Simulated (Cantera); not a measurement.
Feed: 1 mol Si3N4, 0.036 mol C, 8 mol N2, at 0.100 bar.

Cantera equilibrium calculation (NASA polynomials, part measured and part estimated; ideal gas, pure solids and liquids). Candidate condensed phases: C, Si, SiC, Si3N4; 20 gas species. Mutual solubility and eutectic melting of coexisting phases are not modelled. Rates play no part.

Task: Which condensed phases are stable at each of these points (T (K)): 1950, 2000, 2050, 2100, 2150, 2200, 2250, 2300, 2350, 2400, 2450, 2500?

Result: 
```tsv
T (K)	condensed phases	Si condensed (%)
1950	SiC(s) + Si3N4(s)	99.9
2000	Si(l) + SiC(s)	99.8
2050	Si(l) + SiC(s)	99.7
2100	Si(l) + SiC(s)	99.4
2150	Si(l) + SiC(s)	99.0
2200	Si(l) + SiC(s)	98.4
2250	Si(l) + SiC(s)	97.3
2300	Si(l) + SiC(s)	95.8
2350	Si(l) + SiC(s)	93.3
2400	Si(l) + SiC(s)	89.6
2450	Si(l)	84.8
2500	Si(l)	78.5
```

At 1950 K the condensed part is SiC(s) + Si3N4(s). From 2000 K to 2400 K the condensed part is Si(l) + SiC(s). From 2450 K to 2500 K the condensed part is Si(l).
